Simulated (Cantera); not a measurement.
Input (Python, Cantera) and output of one run.

```python
import numpy as np
import cantera as ct

gas_names = """
    C CO CO2 C2 C2O C3 C3O2 C4 C5 O O2 O3
""".split()
cond_names = """
    C(gr)
""".split()


def load(file, names, dense=False):
    # The tables refer to 1 bar. Condensed volumes are neglected.
    table = {s.name: s for s in ct.Species.list_from_file(file)}
    out = []
    for n in names:
        d = dict(table[n].input_data)
        d["thermo"] = dict(d["thermo"], **{"reference-pressure": 1e5})
        if dense:
            d["equation-of-state"] = {"model": "constant-volume", "density": "1e6 g/cm^3"}
        out.append(ct.Species.from_dict(d))
    return out


gas = ct.Solution(thermo="ideal-gas", species=load("nasa_gas.yaml", gas_names))
cond = {s.name: ct.Solution(thermo="fixed-stoichiometry", species=[s], name=s.name)
        for s in load("nasa_condensed.yaml", cond_names, dense=True)}
atoms = {
    'C': {'C': 1},
    'O2': {'O': 2},
}
top_T = {'C(gr)': 4500}  # K; cautious upper limits of use, not melting points


def equilibrate(T, P, feed):
    n = {}
    for name, mol in feed.items():
        for a, k in atoms[name].items():
            n[a] = n.get(a, 0.0) + k * mol
    gas.TPX = T, P, n
    mass = sum(n.values()) * gas.mean_molecular_weight
    gas.equilibrate("TP")
    valid = [c for c in cond.values() if c.min_temp <= T <= top_T.get(c.name, c.max_temp)]
    mix = ct.Mixture([(gas, mass / gas.mean_molecular_weight)] + [(c, 0.0) for c in valid])
    mix.T, mix.P = T, P
    mix.equilibrate("TP", solver="vcs", rtol=1e-11, max_steps=5000)
    return mix


results = []
feed = {'C': 1, 'O2': 1.7}  # mol
P = 13332.2  # Pa
for T in [1423, 1523, 1623, 1723, 1823, 1923, 2023, 2123, 2223, 2323, 2423]:
    mix = equilibrate(T, P, feed)
    results.append((T, P, feed, dict(zip(mix.species_names, mix.species_moles))))

top = {s: max(r[3][s] / sum(r[3][g] for g in gas_names) for r in results) for s in gas_names}
cols = sorted((s for s in top if top[s] > 1e-06), key=lambda s: -top[s])[:5]
seen = [c for c in cond_names if any(r[3].get(c, 0) > 1e-12 for r in results)]
print("log10 of partial pressures in bar; condensed amounts in mol")
print(f"{'T/K':>10s}" + "".join(f"{s[:9]:>10s}" for s in cols + seen))
for T, P, feed, n in results:
    ng = sum(n[g] for g in gas_names)
    print(f"{T:10.4g}" + "".join(f"{np.log10(max(n[s] / ng * P / 1e5, 1e-99)):10.3f}" for s in cols)
          + "".join(f"{n.get(c, 0):10.4g}" for c in seen))
```

It prints:

```
log10 of partial pressures in bar; condensed amounts in mol
       T/K       CO2        O2        CO         O
      1423    -1.106    -1.260    -6.314    -6.501
      1523    -1.106    -1.260    -5.638    -5.889
      1623    -1.106    -1.260    -5.046    -5.351
      1723    -1.106    -1.260    -4.524    -4.875
      1823    -1.106    -1.260    -4.061    -4.452
      1923    -1.107    -1.260    -3.647    -4.072
      2023    -1.110    -1.260    -3.276    -3.729
      2123    -1.114    -1.260    -2.943    -3.418
      2223    -1.123    -1.259    -2.646    -3.135
      2323    -1.139    -1.258    -2.382    -2.876
      2423    -1.164    -1.257    -2.151    -2.637
```

Cantera equilibrium calculation (NASA polynomials, part measured and part estimated; ideal gas, pure solids and liquids).
